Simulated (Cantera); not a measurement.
A closed system holds: 1 mol Si, 4.3 mol NF₃, a varied amount of H₂, equilibrated at 1125 K and 0.160 bar.

These are equilibrium values from Cantera (NASA tables, ideal gas, pure condensed phases), not measurements of a reactor. Candidate condensed phases: Si, Si₃N₄; 37 gas species. The numbers say what is thermodynamically allowed, not how fast it happens.

Q: At 2.1 mol H₂, list the 6 most abundant gas species with their mole fractions, and the condensed phases.

A: HF 0.383, F 0.232, N₂ 0.196, F₂ 0.0982, SiF₄ 0.0912, NF₃ 0.000159. Condensed: gas only.
